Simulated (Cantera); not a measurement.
**Chlorosilane synthesis and conversion: Si + HCl + H2**

A closed system holds: 1 mol Si, 6 mol HCl, 14 mol H2, held at 650 °C and 1 atm.

Cantera equilibrium calculation (NASA polynomials, part measured and part estimated; ideal gas, pure solids and liquids). Candidate condensed phases: Si; 19 gas species. Equilibrium is a limit: real reactors are often held back by kinetics, nucleation or transport.

| Item | Result |
|---|---|
| x(H2) | 0.841 |
| x(HCl) | 0.107 |
| x(SiCl4) | 0.0512 |
| x(SiHCl3) | 0.00144 |
| x(SiCl3) | 9.29e-6 |
| x(SiH2Cl2) | 3.96e-6 |
| gas amount | 19.00 mol |
| log10 activity of Si(s) (absent) | -5.46 |
